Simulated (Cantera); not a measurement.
Adiabatic ignition

An adiabatic, constant-volume homogeneous reactor starts with CH3OH : O2 : N2 = 1 : 0.789 : 2.97 (molar parts), equivalence ratio 1.9, at 1375 K and 1050 Torr.

Model: GRI-Mech 3.0 (53 species, 325 reactions), integrated in Cantera. GRI-Mech 3.0 was tuned for natural gas; its chemistry of methanol as a main component is partial and can be far from experiment.

| t (s) | T (K) | P (bar) | x CH3OH | x O2 | x H2O | x NO | x CH2CO | x CH4 | x C2H6 |
|---|---|---|---|---|---|---|---|---|---|
| 5.00e-6 | 1375 | 1.40 | 0.210 | 0.166 | 5.02e-6 | <1e-12 | <1e-12 | 5.31e-7 | 1.62e-10 |
| 1.94e-5 | 1375 | 1.40 | 0.210 | 0.166 | 2.00e-5 | <1e-12 | <1e-12 | 4.70e-6 | 2.95e-9 |
| 7.53e-5 | 1375 | 1.40 | 0.210 | 0.166 | 9.84e-5 | <1e-12 | 7.57e-12 | 2.26e-5 | 1.58e-8 |
| 0.000292 | 1380 | 1.41 | 0.206 | 0.164 | 0.00187 | <1e-12 | 2.42e-10 | 7.39e-5 | 4.10e-8 |
| 0.00113 | 2800 | 3.62 | <1e-12 | 0.000533 | 0.213 | 0.00103 | <1e-12 | 1.00e-11 | <1e-12 |
| 0.00441 | 2798 | 3.62 | <1e-12 | 0.000520 | 0.213 | 0.00144 | <1e-12 | 1.02e-11 | <1e-12 |
| 0.0171 | 2798 | 3.62 | <1e-12 | 0.000520 | 0.213 | 0.00144 | <1e-12 | 1.02e-11 | <1e-12 |
| 0.0664 | 2798 | 3.62 | <1e-12 | 0.000520 | 0.213 | 0.00144 | <1e-12 | 1.02e-11 | <1e-12 |
| 0.258 | 2798 | 3.62 | <1e-12 | 0.000520 | 0.213 | 0.00144 | <1e-12 | 1.02e-11 | <1e-12 |
| 1.00 | 2798 | 3.62 | <1e-12 | 0.000520 | 0.213 | 0.00144 | <1e-12 | 1.02e-11 | <1e-12 |
x: mole fraction; the columns are a selection and need not sum to one.

| Quantity | Result |
|---|---|
| time of steepest temperature rise | 0.486 ms |
| temperature at 1.00 s | 2798 K |
| equilibrium temperature | 2798 K |
| x(CH3OH) at 1.00 s | <1e-12 (gas-phase equilibrium <1e-12) |
| x(O2) at 1.00 s | 0.000520 (gas-phase equilibrium 0.000520) |
| x(H2O) at 1.00 s | 0.213 (gas-phase equilibrium 0.213) |
